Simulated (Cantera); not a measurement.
An adiabatic, constant-pressure homogeneous reactor starts with C₂H₄ : O₂ : N₂ : H₂O = 1 : 7.32 : 46.1 : 2.9 (molar parts), equivalence ratio 0.41, at 1775 K and 250000 Pa.

Detailed kinetics in Cantera: GRI-Mech 3.0 (53 species, 325 reactions). GRI-Mech 3.0 was tuned for natural gas; its chemistry of ethylene as a main component is partial and can be far from experiment.

Problem. Predict: time of steepest temperature rise; temperature at 0.600 s; equilibrium temperature; x(O₂) at 0.600 s; x(H₂O) at 0.600 s; x(CO₂) at 0.600 s.

Solution. 
```json
{
  "time_of_steepest_temperature_rise": "9.28 µs",
  "temperature at 0.600 s": "2320 K",
  "equilibrium_temperature": "2320 K",
  "x(O₂) at 0.600 s": "0.0697 (gas-phase equilibrium 0.0697)",
  "x(H₂O) at 0.600 s": "0.0826 (gas-phase equilibrium 0.0826)",
  "x(CO₂) at 0.600 s": "0.0337 (gas-phase equilibrium 0.0337)"
}
```
